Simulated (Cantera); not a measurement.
A freely propagating, adiabatic, planar premixed flame of 28.2 % H2, 12.8 % O2, 59.0 % N2, equivalence ratio 1.1, unburnt at 573 K and 7.60 bar; mixture-averaged transport, grid criteria slope 0.08 and curve 0.16, no radiation.

Model: the H2/O2 subset of GRI-Mech 3.0, which has no nitrogen chemistry, integrated in Cantera. The hydrogen kinetics of GRI-Mech 3.0 are dated; newer H2 mechanisms differ, most at raised pressure. Burning velocities carry a grid error of a few per cent, more on coarse grids.

x: mole fraction of selected species; z is measured from the peak of heat release.

```tsv
z (mm)	T (K)	u (m/s)	x H2	x O2	x OH	x H	x HO2	x H2O2
-0.110	573	5.03	0.282	0.128	<1e-8	<1e-8	<1e-8	<1e-8
-0.0735	573	5.03	0.282	0.128	<1e-8	<1e-8	1.48e-8	<1e-8
-0.0551	573	5.03	0.281	0.128	<1e-8	<1e-8	1.52e-7	<1e-8
-0.0368	575	5.03	0.279	0.129	<1e-8	<1e-8	3.17e-6	[?]
-0.0184	629	5.37	0.258	0.131	2.35e-5	2.12e-5	0.000463	[?]
-0.00919	914	7.53	0.212	0.123	0.000850	0.00169	0.000973	[?]
0	1369	11.0	0.144	0.0898	0.00274	0.0112	0.000461	[?]
0.00919	1696	13.5	0.0856	0.0488	0.00655	0.0213	0.000209	[?]
0.0184	1878	14.8	0.0579	0.0259	0.00990	0.0236	9.67e-5	[?]
0.0368	2052	16.1	0.0441	0.0129	0.0121	0.0189	3.98e-5	[?]
0.0735	2196	17.1	0.0389	0.00796	0.0112	0.0120	1.96e-5	[?]
0.147	2304	17.8	0.0343	0.00485	0.00896	0.00693	9.28e-6	[?]
0.294	2375	18.2	0.0303	0.00269	0.00662	0.00399	4.00e-6	[?]
```

### Question
Some entries are withheld; supply them.

### Answer

- -0.0368, x H2O2: 1.54e-7
- -0.0184, x H2O2: 2.47e-5
- -0.00919, x H2O2: 0.000103
- 0, x H2O2: 3.44e-5
- 0.00919, x H2O2: 5.37e-6
- 0.0184, x H2O2: 3.22e-6
- 0.0368, x H2O2: 1.93e-6
- 0.0735, x H2O2: 1.21e-6
- 0.147, x H2O2: 7.97e-7
- 0.294, x H2O2: 4.99e-7
